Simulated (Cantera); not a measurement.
Cantera with NASA thermochemical tables; ideal gases at 1 bar, condensed phases pure. Values are per mole of reaction as written; species without (g) are pure solids or liquids, kept so even where they would boil at 1 bar.

2 FeCl2(g) + 2 H(g) + CH2Cl2(g) → 2 FeCl3(g) + CH4(g)

```tsv
T (K)	ΔH° (kJ)	ΔS° (J/K)	ΔG° (kJ)	log10 K
300	(withheld)	(withheld)	(withheld)	(withheld)
1875	-661.4	-252.9	-187.3	5.22
1900	-661.6	-253.0	-180.9	4.97
1925	-661.8	-253.1	-174.6	4.74
1950	-661.9	-253.2	-168.3	4.51
1975	(withheld)	(withheld)	(withheld)	(withheld)
2000	-662.3	-253.3	-155.6	4.06
2025	-662.5	-253.4	-149.3	3.85
2050	-662.6	-253.5	-143.0	3.64
2075	-662.8	-253.6	-136.6	3.44
2100	-663.0	-253.7	-130.3	3.24
```

Question: Complete the blanks.

Answer: 
- 300, ΔH° (kJ): -639.5
- 300, ΔS° (J/K): -223.7
- 300, ΔG° (kJ): -572.3
- 300, log10 K: 99.65
- 1975, ΔH° (kJ): -662.1
- 1975, ΔS° (J/K): -253.2
- 1975, ΔG° (kJ): -162.0
- 1975, log10 K: 4.28
